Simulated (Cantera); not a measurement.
Input (Python, Cantera) and output of one run.

```python
import numpy as np
import cantera as ct

gas_names = [...]  # 123 gases of nasa_gas.yaml made of C, H, O, Si
cond_names = """
    C(gr) C6H6(L) C7H8(L) C8H18(L),n-octa H2O(s) H2O(L) Si(cr) Si(L) SiC(b) SiO2(Lqz) SiO2(hqz) SiO2(L)
""".split()


# ... load() reads the species with a 1 bar reference pressure and builds the phases ...
atoms = {
    'Si': {'Si': 1},
    'CO2': {'C': 1, 'O': 2},
    'H2': {'H': 2},
}
top_T = {'C(gr)': 4500, 'SiC(b)': 3050}  # K; cautious upper limits of use, not melting points


# ... equilibrate(T, P, feed) seeds the gas with the atoms and calls Mixture.equilibrate('TP', solver="vcs", rtol=1e-11, max_steps=5000) ...
results = []
feed = {'Si': 1, 'CO2': 5.3, 'H2': 3.7}  # mol
P = 10000  # Pa
for T in [923, 1023, 1123, 1223, 1323, 1423, 1523, 1623, 1723, 1823, 1923, 2023]:
    mix = equilibrate(T, P, feed)
    results.append((T, P, feed, dict(zip(mix.species_names, mix.species_moles))))

top = {s: max(r[3][s] / sum(r[3][g] for g in gas_names) for r in results) for s in gas_names}
cols = sorted((s for s in top if top[s] > 0.0001), key=lambda s: -top[s])[:6]
seen = [c for c in cond_names if any(r[3].get(c, 0) > 1e-12 for r in results)]
print("log10 of partial pressures in bar; condensed amounts in mol")
print(f"{'T/K':>10s}" + "".join(f"{s[:9]:>10s}" for s in cols + seen))
for T, P, feed, n in results:
    ng = sum(n[g] for g in gas_names)
    print(f"{T:10.4g}" + "".join(f"{np.log10(max(n[s] / ng * P / 1e5, 1e-99)):10.3f}" for s in cols)
          + "".join(f"{n.get(c, 0):10.4g}" for c in seen))
```

Result:

```
log10 of partial pressures in bar; condensed amounts in mol
       T/K        CO        H2       CO2       H2O         H       SiO SiO2(hqz)   SiO2(L)
       923    -1.477    -1.525    -1.593    -1.951   -10.374   -20.278         1         0
      1023    -1.446    -1.560    -1.637    -1.867    -9.163   -17.340         1         0
      1123    -1.423    -1.593    -1.676    -1.808    -8.167   -14.929         1         0
      1223    -1.404    -1.622    -1.711    -1.764    -7.333   -12.916         1         0
      1323    -1.389    -1.647    -1.742    -1.731    -6.623   -11.212         1         0
      1423    -1.378    -1.669    -1.770    -1.706    -6.012    -9.750         1         0
      1523    -1.368    -1.688    -1.794    -1.686    -5.480    -8.484         1         0
      1623    -1.360    -1.705    -1.816    -1.670    -5.013    -7.377         1         0
      1723    -1.354    -1.720    -1.835    -1.657    -4.599    -6.406         0         1
      1823    -1.348    -1.734    -1.853    -1.646    -4.230    -5.555         0    0.9997
      1923    -1.344    -1.746    -1.868    -1.637    -3.899    -4.796         0    0.9986
      2023    -1.341    -1.759    -1.881    -1.630    -3.601    -4.118         0    0.9931
```

Cantera equilibrium calculation (NASA polynomials, part measured and part estimated; ideal gas, pure solids and liquids). The tables hold silica as quartz up to 1696 K and as liquid above; real silica turns to tridymite and cristobalite and melts near 1996 K. Gases not in the tables: Si(OH)4.
